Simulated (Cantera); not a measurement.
A perfectly stirred reactor is fed with C₂H₆ : H₂ = 1 : 5 (molar parts), at 1.00 bar; it is held at 1875 K, and followed from long to short residence time.

Detailed kinetics in Cantera: GRI-Mech 3.0 (53 species, 325 reactions). GRI-Mech 3.0 stops at C3 and has no aromatics, soot or wall deposition, so with more carbon than oxygen in the feed, carbon stays in small species such as C2H2 where larger ones or solid carbon would form.

### Question
What does this change do: temperature 1875 to 1475 K?

### Answer
```json
[
 {"quantity": "x(C₂H₆) at τ = 3.90 s", "before": "1.44e-6", "after": "0.000152"},
 {"quantity": "x(H₂) at τ = 3.90 s", "before": "0.868", "after": "0.777"},
 {"quantity": "x(H) at τ = 3.90 s", "before": "0.000616", "after": "1.33e-5"},
 {"quantity": "x(C₂H₄) at τ = 3.90 s", "before": "0.00147", "after": "0.0155"},
 {"quantity": "x(C₂H₂) at τ = 3.90 s", "before": "0.120", "after": "0.0539"},
 {"quantity": "x(C₂H₆) at τ = 40.0 ms", "before": "2.89e-5", "after": "0.00130"},
 {"quantity": "x(H₂) at τ = 40.0 ms", "before": "0.853", "after": "0.820"},
 {"quantity": "x(H) at τ = 40.0 ms", "before": "0.000650", "after": "4.80e-5"},
 {"quantity": "x(C₂H₄) at τ = 40.0 ms", "before": "0.00152", "after": "0.0298"},
 {"quantity": "x(C₂H₂) at τ = 40.0 ms", "before": "0.111", "after": "0.0676"}
]
```

### Question
What does this change do: C2H6 1 to 3.6 parts?

### Answer
| quantity | before | after |
|---|---|---|
| x(C₂H₆) at τ = 3.90 s | 1.44e-6 | 2.21e-6 |
| x(H₂) at τ = 3.90 s | 0.868 | 0.762 |
| x(H) at τ = 3.90 s | 0.000616 | 0.000578 |
| x(C₂H₄) at τ = 3.90 s | 0.00147 | 0.00240 |
| x(C₂H₂) at τ = 3.90 s | 0.120 | 0.223 |
| x(C₂H₆) at τ = 40.0 ms | 2.89e-5 | 5.53e-5 |
| x(H₂) at τ = 40.0 ms | 0.853 | 0.739 |
| x(H) at τ = 40.0 ms | 0.000650 | 0.000619 |
| x(C₂H₄) at τ = 40.0 ms | 0.00152 | 0.00258 |
| x(C₂H₂) at τ = 40.0 ms | 0.111 | 0.214 |
